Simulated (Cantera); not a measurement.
# Premixed flame

A freely propagating, adiabatic, planar premixed flame of 13.6 % CH4, 18.1 % O2, 68.3 % N2, equivalence ratio 1.5, unburnt at 500 K and 5.00 bar; mixture-averaged transport, grid criteria slope 0.08 and curve 0.16, no radiation.

Model: GRI-Mech 3.0 (53 species, 325 reactions), integrated in Cantera. Burning velocities carry a grid error of a few per cent, more on coarse grids.

```csv
z (mm),T (K),u (m/s),x CH4,x O2,x C2H2,x H,x CH2CO,x CH3
-0.847,501,0.182,0.136,0.180,2.17e-7,<1e-8,2.45e-8,<1e-8
-0.564,511,0.187,0.134,0.179,3.13e-6,<1e-8,4.81e-7,<1e-8
-0.423,541,0.199,0.131,0.176,1.53e-5,<1e-8,2.85e-6,2.52e-8
-0.282,672,0.251,0.119,0.164,0.000101,<1e-8,2.47e-5,3.94e-7
-0.141,1115,0.426,0.0830,0.119,0.000622,2.60e-6,0.000205,6.19e-5
-0.0705,1481,0.573,0.0512,0.0755,0.00136,4.12e-5,0.000469,0.000538
0,1820,0.711,0.0215,0.0313,0.00304,0.000303,0.000496,0.00160
0.0705,1985,0.779,0.00889,0.00937,0.00420,0.000548,0.000179,0.00128
0.141,2038,0.800,0.00541,0.00299,0.00422,0.000503,6.97e-5,0.000757
0.282,2059,0.809,0.00350,0.000478,0.00388,0.000355,2.33e-5,0.000352
0.564,2060,0.810,0.00230,2.81e-5,0.00321,0.000292,1.17e-5,0.000183
1.13,2054,0.810,0.00142,3.78e-7,0.00211,0.000285,6.95e-6,0.000105
2.26,2049,0.811,0.000743,1.50e-7,0.000893,0.000281,2.87e-6,5.16e-5
```
x: mole fraction of selected species; z is measured from the peak of heat release.

The laminar burning velocity is 18.1 cm/s and the thermal thickness is 0.282 mm. The peak x(C2H2) is 0.00427 and the peak x(H) is 0.000554. The peak x(CH2CO) is 0.000574 and the peak x(CH3) is 0.00165.
